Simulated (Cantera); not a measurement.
Feed: 1 mol SiH₂Cl₂, 890 mol H₂, held at 94.0 mbar.

Cantera equilibrium calculation (NASA polynomials, part measured and part estimated; ideal gas, pure solids and liquids). Candidate condensed phases: Si; 19 gas species. The numbers say what is thermodynamically allowed, not how fast it happens. All values below are at 1073 K.

Base state: H₂ 0.998, HCl 0.00219 (mole fractions); condensed: Si(s).

### Question
What changes in the equilibrium state with this change: H₂ from 890 to 16 mol?

### Answer
```csv
species,before,after
H₂,0.998,0.951
HCl,0.00219,0.0237
SiCl₄,1.02e-6,0.0153
SiCl₃,7.72e-7,0.00105
SiHCl₃,5.67e-6,0.00752
"Si(s), mol",0.981,0.553
```
The tables' values for SiCl₃ are old estimates; treat these amounts as uncertain.
